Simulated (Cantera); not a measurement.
Feed: 1 mol H2S, 0.15 mol SO2, 11 mol H2, at 0.100 bar.

Equilibrium computed with Cantera from the NASA thermochemical tables; the gas is ideal and each condensed phase is pure. Candidate condensed phases: H2O, H2SO4, S; 34 gas species. Ions and electrons are included (thermal ionisation). Rates play no part. All values below are at 2727 °C.

Base state: H2 0.547, H 0.369, S 0.0471, SH 0.0135, H2O 0.0116, S2 0.00347, SO 0.00343, OH 0.00260 (mole fractions); condensed: gas only.

Q: What changes in the equilibrium state with this change: pressure from 0.100 bar to 0.690 bar?

A: 
```json
[
 {"species": "H2", "before": "0.547", "after": "0.744"},
 {"species": "H", "before": "0.369", "after": "0.164"},
 {"species": "S", "before": "0.0471", "after": "0.0296"},
 {"species": "SH", "before": "0.0135", "after": "0.0260"},
 {"species": "H2O", "before": "0.0116", "after": "0.0176"},
 {"species": "O", "before": "0.00107", "after": "0.000174"},
 {"species": "H2S", "before": "0.000983", "after": "0.00579"}
]
```
